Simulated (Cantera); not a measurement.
Adiabatic ignition

An adiabatic, constant-pressure homogeneous reactor starts with CH4 : O2 : N2 = 1 : 1.05 : 3.96 (molar parts), equivalence ratio 1.9, at 1400 K and 10.0 bar.

Cantera simulation using GRI-Mech 3.0 (53 species, 325 reactions); the numbers are that mechanism's predictions, not measurements.

```csv
t (s),T (K),x CH4,x O2,x CH2,x CO2,x NO
3.00e-6,1400,0.166,0.175,<1e-12,2.08e-12,<1e-12
8.63e-6,1400,0.166,0.175,<1e-12,7.93e-11,<1e-12
2.48e-5,1400,0.166,0.175,1.09e-11,3.88e-9,<1e-12
7.15e-5,1401,0.166,0.175,4.67e-11,8.11e-8,<1e-12
0.000206,1404,0.165,0.174,1.15e-10,7.40e-7,<1e-12
0.000592,1466,0.151,0.164,4.54e-9,9.34e-5,9.82e-12
0.00170,2515,8.73e-10,3.65e-6,1.27e-11,0.0188,0.000146
0.00490,2515,8.56e-10,3.67e-6,1.25e-11,0.0188,8.90e-5
0.0141,2515,8.55e-10,3.67e-6,1.25e-11,0.0188,8.41e-5
0.0406,2515,8.55e-10,3.67e-6,1.25e-11,0.0188,8.41e-5
0.117,2515,8.55e-10,3.67e-6,1.25e-11,0.0188,8.41e-5
0.336,2515,8.55e-10,3.67e-6,1.25e-11,0.0188,8.41e-5
0.966,2515,8.55e-10,3.67e-6,1.25e-11,0.0188,8.41e-5
2.78,2515,8.55e-10,3.67e-6,1.25e-11,0.0188,8.41e-5
8.00,2515,8.55e-10,3.67e-6,1.25e-11,0.0188,8.41e-5
```
x: mole fraction; the columns are a selection and need not sum to one.

* **time of steepest temperature rise**: 0.705 ms
* **temperature at 8.00 s**: 2515 K
* **equilibrium temperature**: 2515 K
* **x(CH4) at 8.00 s**: 8.55e-10 (gas-phase equilibrium 9.61e-10)
* **x(O2) at 8.00 s**: 3.67e-6 (gas-phase equilibrium 3.67e-6)
* **x(CH2) at 8.00 s**: 1.25e-11 (gas-phase equilibrium 1.39e-11)
